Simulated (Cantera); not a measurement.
Input: 1 mol borazine, 10 mol NH3, 57 mol H2, equilibrated at 1075 K and 0.0210 bar.

Equilibrium computed with Cantera from the NASA thermochemical tables; the gas is ideal and each condensed phase is pure. Candidate condensed phases: B, BN; 15 gas species. The feed counts by its element totals alone. Equilibrium is a limit: real reactors are often held back by kinetics, nucleation or transport.

Base state: H2 0.937, N2 0.0625 (mole fractions); condensed: BN(s).

Q: What changes in the equilibrium state with this change: borazine replaced by BF3?

A: 
```csv
species,before,after
H2,0.937,0.920
N2,0.0625,0.0630
BF3,0,0.0105
HF,0,0.00685
BHF2,0,2.21e-5
"BN(s), mol",3.00,0.178
```
